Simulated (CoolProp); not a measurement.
The numbers come from the reference Helmholtz-energy equation of state, Penoncello 2003 in CoolProp.

### Question
Give the vapour pressure (MPa), enthalpy of vaporisation (kJ/kg), liquid cp (kJ/(kg K)), surface tension (mN/m) of saturated CHF3 (R23) at -41.75, -29.55 °C.

### Answer
```json
[
 {"T (°C)": "-41.75", "p (MPa)": "0.662", "enthalpy of vaporisation (kJ/kg)": "201", "liquid cp (kJ/(kg K))": "1.36", "surface tension (mN/m)": "9.46"},
 {"T (°C)": "-29.55", "p (MPa)": "1.02", "enthalpy of vaporisation (kJ/kg)": "186", "liquid cp (kJ/(kg K))": "1.44", "surface tension (mN/m)": "7.35"}
]
```

Surface tension comes from a separate correlation (Mulero 2012).
